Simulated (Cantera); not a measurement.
An isothermal, constant-pressure homogeneous reactor starts with C2H6 : N2 = 1 : 2 (molar parts), at 1898 K and 1.00 atm. Integrator tolerance rtol = 1e-08.

Cantera simulation using GRI-Mech 3.0 (53 species, 325 reactions); the numbers are that mechanism's predictions, not measurements. GRI-Mech 3.0 stops at C3 and has no aromatics, soot or wall deposition, so with more carbon than oxygen in the feed, carbon stays in small species such as C2H2 where larger ones or solid carbon would form.

Problem. What does this change do: C2H6 1 to 0.17 parts?

Solution. 
| quantity | before | after |
|---|---|---|
| x(C2H6) at 2.00 s | 3.09e-7 (gas-phase equilibrium 2.05e-7) | 1.21e-8 (gas-phase equilibrium 4.34e-9) |
| x(CH3) at 2.00 s | 8.06e-5 (gas-phase equilibrium 6.56e-5) | 1.59e-5 (gas-phase equilibrium 9.56e-6) |
| x(CH4) at 2.00 s | 0.00325 (gas-phase equilibrium 0.00265) | 0.000375 (gas-phase equilibrium 0.000225) |
| x(H2) at 2.00 s | 0.395 (gas-phase equilibrium 0.396) | 0.135 (gas-phase equilibrium 0.135) |
| x(C2H4) at 2.00 s | 0.000970 (gas-phase equilibrium 0.000641) | 0.000112 (gas-phase equilibrium 3.99e-5) |

Problem. What does this change do: temperature 1898 to 1250 K?

Solution. 
```
quantity                                              before                                     after
-----------------  -----------------------------------------  ----------------------------------------
x(C2H6) at 2.00 s    3.09e-7 (gas-phase equilibrium 2.05e-7)  0.00177 (gas-phase equilibrium 0.000455)
x(CH3) at 2.00 s     8.06e-5 (gas-phase equilibrium 6.56e-5)   9.68e-6 (gas-phase equilibrium 6.20e-6)
x(CH4) at 2.00 s     0.00325 (gas-phase equilibrium 0.00265)       0.113 (gas-phase equilibrium 0.230)
x(H2) at 2.00 s          0.395 (gas-phase equilibrium 0.396)       0.212 (gas-phase equilibrium 0.120)
x(C2H4) at 2.00 s  0.000970 (gas-phase equilibrium 0.000641)      0.102 (gas-phase equilibrium 0.0436)
```

Problem. What does this change do: temperature 1898 to 1150 K?

Solution. 
| quantity | before | after |
|---|---|---|
| x(C2H6) at 2.00 s | 3.09e-7 (gas-phase equilibrium 2.05e-7) | 0.00987 (gas-phase equilibrium 0.000877) |
| x(CH3) at 2.00 s | 8.06e-5 (gas-phase equilibrium 6.56e-5) | 2.80e-6 (gas-phase equilibrium 1.75e-6) |
| x(CH4) at 2.00 s | 0.00325 (gas-phase equilibrium 0.00265) | 0.0747 (gas-phase equilibrium 0.284) |
| x(H2) at 2.00 s | 0.395 (gas-phase equilibrium 0.396) | 0.200 (gas-phase equilibrium 0.0512) |
| x(C2H4) at 2.00 s | 0.000970 (gas-phase equilibrium 0.000641) | 0.177 (gas-phase equilibrium 0.0597) |
